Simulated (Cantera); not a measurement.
Adiabatic ignition

An adiabatic, constant-volume homogeneous reactor starts with H₂ : O₂ : N₂ : H₂O = 1 : 0.769 : 2.89 : 0.018 (molar parts), equivalence ratio 0.65, at 1500 K and 1050 Torr.

Detailed kinetics in Cantera: the H2/O2 subset of GRI-Mech 3.0, which has no nitrogen chemistry.

```json
[
 {"t (s)": "6.00e-6", "T (K)": "1501", "P (bar)": "1.40", "x H₂": "0.212", "x O₂": "0.164", "x H₂O₂": "3.91e-7", "x OH": "0.000166", "x H": "0.000909", "x H₂O": "0.00501"},
 {"t (s)": "1.49e-5", "T (K)": "2169", "P (bar)": "1.95", "x H₂": "0.0315", "x O₂": "0.0642", "x H₂O₂": "7.51e-7", "x OH": "0.0298", "x H": "0.0447", "x H₂O": "0.157"},
 {"t (s)": "3.69e-5", "T (K)": "2763", "P (bar)": "2.39", "x H₂": "0.0189", "x O₂": "0.0590", "x H₂O₂": "7.05e-7", "x OH": "0.0343", "x H": "0.0123", "x H₂O": "0.193"},
 {"t (s)": "9.15e-5", "T (K)": "2870", "P (bar)": "2.46", "x H₂": "0.0152", "x O₂": "0.0586", "x H₂O₂": "1.08e-6", "x OH": "0.0326", "x H": "0.00823", "x H₂O": "0.201"},
 {"t (s)": "0.000227", "T (K)": "2870", "P (bar)": "2.46", "x H₂": "0.0151", "x O₂": "0.0586", "x H₂O₂": "1.08e-6", "x OH": "0.0326", "x H": "0.00822", "x H₂O": "0.201"},
 {"t (s)": "0.000563", "T (K)": "2870", "P (bar)": "2.46", "x H₂": "0.0151", "x O₂": "0.0586", "x H₂O₂": "1.08e-6", "x OH": "0.0326", "x H": "0.00822", "x H₂O": "0.201"},
 {"t (s)": "0.00140", "T (K)": "2870", "P (bar)": "2.46", "x H₂": "0.0151", "x O₂": "0.0586", "x H₂O₂": "1.08e-6", "x OH": "0.0326", "x H": "0.00822", "x H₂O": "0.201"},
 {"t (s)": "0.00346", "T (K)": "2870", "P (bar)": "2.46", "x H₂": "0.0151", "x O₂": "0.0586", "x H₂O₂": "1.08e-6", "x OH": "0.0326", "x H": "0.00822", "x H₂O": "0.201"},
 {"t (s)": "0.00859", "T (K)": "2870", "P (bar)": "2.46", "x H₂": "0.0151", "x O₂": "0.0586", "x H₂O₂": "1.08e-6", "x OH": "0.0326", "x H": "0.00822", "x H₂O": "0.201"},
 {"t (s)": "0.0213", "T (K)": "2870", "P (bar)": "2.46", "x H₂": "0.0151", "x O₂": "0.0586", "x H₂O₂": "1.08e-6", "x OH": "0.0326", "x H": "0.00822", "x H₂O": "0.201"},
 {"t (s)": "0.0529", "T (K)": "2870", "P (bar)": "2.46", "x H₂": "0.0151", "x O₂": "0.0586", "x H₂O₂": "1.08e-6", "x OH": "0.0326", "x H": "0.00822", "x H₂O": "0.201"},
 {"t (s)": "0.131", "T (K)": "2870", "P (bar)": "2.46", "x H₂": "0.0151", "x O₂": "0.0586", "x H₂O₂": "1.08e-6", "x OH": "0.0326", "x H": "0.00822", "x H₂O": "0.201"},
 {"t (s)": "0.325", "T (K)": "2870", "P (bar)": "2.46", "x H₂": "0.0151", "x O₂": "0.0586", "x H₂O₂": "1.08e-6", "x OH": "0.0326", "x H": "0.00822", "x H₂O": "0.201"},
 {"t (s)": "0.806", "T (K)": "2870", "P (bar)": "2.46", "x H₂": "0.0151", "x O₂": "0.0586", "x H₂O₂": "1.08e-6", "x OH": "0.0326", "x H": "0.00822", "x H₂O": "0.201"},
 {"t (s)": "2.00", "T (K)": "2870", "P (bar)": "2.46", "x H₂": "0.0151", "x O₂": "0.0586", "x H₂O₂": "1.08e-6", "x OH": "0.0326", "x H": "0.00822", "x H₂O": "0.201"}
]
```
x: mole fraction; the columns are a selection and need not sum to one.

The time of steepest temperature rise is 9.68 µs, the temperature at 2.00 s is 2870 K and the equilibrium temperature is 2870 K. The x(H₂) at 2.00 s comes out as 0.0151 (gas-phase equilibrium 0.0151) and the x(O₂) at 2.00 s is 0.0586 (gas-phase equilibrium 0.0586). The x(H₂O₂) at 2.00 s is 1.08e-6 (gas-phase equilibrium 1.08e-6).
